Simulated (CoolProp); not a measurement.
Model: reference Helmholtz-energy equation of state, Lemmon 2003, in CoolProp. It is a pseudo-pure fit of the blend.

Problem. For R410A, give the phase and the cp (kJ/(kg K)), cv (kJ/(kg K)) at 467.4 K and 61.1 bar.

Solution. 
- 467.4 K and 61.1 bar: supercritical; cp 1.26, cv 0.992
